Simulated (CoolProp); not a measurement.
R365MFC along the isotherm 226.85 °C: Z from the reference equation and from simpler models built on Tc = 186.9 °C, pc = 3.266 MPa, ω = 0.377; each cubic takes its own stable root.

Computed with CoolProp (reference Helmholtz-energy equation of state, Lemmon 2016).

```json
[
 {"p (MPa)": "0.544", "phase": "gas", "reference": "0.9528"},
 {"p (MPa)": "1.09", "phase": "gas", "reference": "0.9037"},
 {"p (MPa)": "1.63", "phase": "gas", "reference": "0.8534"},
 {"p (MPa)": "2.18", "phase": "gas", "reference": "0.8004"},
 {"p (MPa)": "2.72", "phase": "gas", "reference": "0.7465"},
 {"p (MPa)": "3.27", "phase": "supercritical", "reference": "0.6899"},
 {"p (MPa)": "3.81", "phase": "supercritical", "reference": "0.6326"},
 {"p (MPa)": "4.36", "phase": "supercritical", "reference": "0.5723"},
 {"p (MPa)": "4.9", "phase": "supercritical", "reference": "0.5110"}
]
```

Q: How far does each simpler model (van der Waals, Redlich-Kwong, Soave-Redlich-Kwong, Peng-Robinson) lie from the reference over these 9 states: mean and median of the absolute difference, and the worst?

A: 
- van der Waals: mean 5.4 %, median 1.4 %, worst -17.5 % at 226.85 °C and 4.36 MPa
- Redlich-Kwong: mean 3.6 %, median 0.8 %, worst -12.8 % at 226.85 °C and 4.9 MPa
- Soave-Redlich-Kwong: mean 1.9 %, median 2.1 %, worst +3.2 % at 226.85 °C and 4.9 MPa
- Peng-Robinson: mean 1.4 %, median 1.0 %, worst -3.3 % at 226.85 °C and 4.36 MPa
